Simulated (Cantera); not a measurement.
Charge: 1 mol SiO2, 1.1 mol MgO, a varied amount of H2, at 1702 °C and 11.0 mbar.

Method: chemical equilibrium by Gibbs-energy minimisation in Cantera with the NASA 1993 tables (ideal gas, pure condensed phases). Candidate condensed phases: H2O, Mg, MgO, Mg(OH)2, MgSiO3, Mg2SiO4, Si, SiO2; 24 gas species. Mutual solubility and eutectic melting of coexisting phases are not modelled. Condensed phases not in the tables: alloys, solid solutions and most ternary compounds. Rates play no part.

Question: At 9 mol H2, list the 6 most abundant gas species with their mole fractions, and the condensed phases.

Answer: H2 0.886, H2O 0.0507, SiO 0.0473, H 0.0123, Mg 0.00346, OH 6.70e-5. Condensed: MgSiO3(l) + Mg2SiO4(s).
